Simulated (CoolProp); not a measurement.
Aqueous ammonia as a coolant, at -12 °C, 1 atm.

Values from CoolProp's Melinder's fits for secondary coolants.

```csv
mass %,freezing point (°C),viscosity (mPa s),Prandtl number,density (kg/m³),conductivity (W/(m K))
11.5,-16.2,3.17,28.8,959.4,0.466
13.7,-20.5,3.23,30.1,953.0,0.455
15.8,-25.1,3.30,31.6,947.1,0.444
17.9,-30.4,3.37,33.0,941.4,0.433
20.1,-36.8,3.42,34.3,935.6,0.423
22.2,-43.9,3.42,35.1,930.3,0.415
24.4,-52.8,3.39,35.4,924.7,0.407
26.5,-62.9,3.36,35.7,919.5,0.401
```
